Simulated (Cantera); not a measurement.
A perfectly stirred reactor is fed with 9.37 % H2, 7.55 % O2, 83.1 % N2, equivalence ratio 0.62, at 5.30 bar; it is adiabatic with a 775 K inlet, and is followed from long to short residence time, starting on the burning branch (τ in s: 0.031, 0.01, 0.0035, 0.0012, 0.00038, 0.00013, 4.3e-05, 1.4e-05, 4.7e-06).

Model: GRI-Mech 3.0 (53 species, 325 reactions), integrated in Cantera. The hydrogen kinetics of GRI-Mech 3.0 are dated; newer H2 mechanisms differ, most at raised pressure.

**Question.** Predict: blow-out, bracketed by the residence times tried; x(H2) at τ = 31.0 ms; x(O2) at τ = 31.0 ms; x(N2O) at τ = 31.0 ms; x(NO) at τ = 31.0 ms; x(NO2) at τ = 31.0 ms; x(H2) at τ = 0.380 ms; x(O2) at τ = 0.380 ms; x(N2O) at τ = 0.380 ms; x(NO) at τ = 0.380 ms; x(NO2) at τ = 0.380 ms.

**Answer.** blow-out, bracketed by the residence times tried: burning at 43.0 µs, out at 14.0 µs
x(H2) at τ = 31.0 ms: 0.000141
x(O2) at τ = 31.0 ms: 0.0301
x(N2O) at τ = 31.0 ms: 1.89e-6
x(NO) at τ = 31.0 ms: 1.81e-6
x(NO2) at τ = 31.0 ms: 3.99e-8
x(H2) at τ = 0.380 ms: 0.00254
x(O2) at τ = 0.380 ms: 0.0310
x(N2O) at τ = 0.380 ms: 1.00e-6
x(NO) at τ = 0.380 ms: 1.79e-6
x(NO2) at τ = 0.380 ms: 1.01e-8
